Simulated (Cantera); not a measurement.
A perfectly stirred reactor is fed with CH4 : O2 : N2 = 0.028 : 0.0033 : 1 (molar parts), at 0.520 bar; it is held at 1525 K, and followed from long to short residence time.

Cantera simulation using GRI-Mech 3.0 (53 species, 325 reactions); the numbers are that mechanism's predictions, not measurements. GRI-Mech 3.0 stops at C3 and has no aromatics, soot or wall deposition, so with more carbon than oxygen in the feed, carbon stays in small species such as C2H2 where larger ones or solid carbon would form.

| quantity | before | after |
|---|---|---|
| x(CH4) at τ = 0.370 s | 0.0150 | 0.0270 |
| x(O2) at τ = 0.370 s | 0.000477 | 0.00316 |
| x(CO2) at τ = 0.370 s | 9.56e-5 | 2.14e-7 |
| x(C2H2) at τ = 0.370 s | 0.00450 | 1.33e-6 |
| x(NO2) at τ = 0.370 s | <1e-12 | <1e-12 |
| x(CH4) at τ = 18.0 ms | 0.0258 | 0.0271 |
| x(O2) at τ = 18.0 ms | 0.00297 | 0.00320 |
| x(CO2) at τ = 18.0 ms | 8.89e-6 | 6.66e-10 |
| x(C2H2) at τ = 18.0 ms | 0.000132 | 1.17e-10 |
| x(NO2) at τ = 18.0 ms | <1e-12 | <1e-12 |

Problem. What was changed between the two runs?
A) pressure from 0.520 bar to 1.01 bar
B) temperature 1525 to 1375 K
C) temperature 1525 to 1300 K
D) O2 0.0033 to 0.0007 parts

Solution. C, temperature 1525 to 1300 K
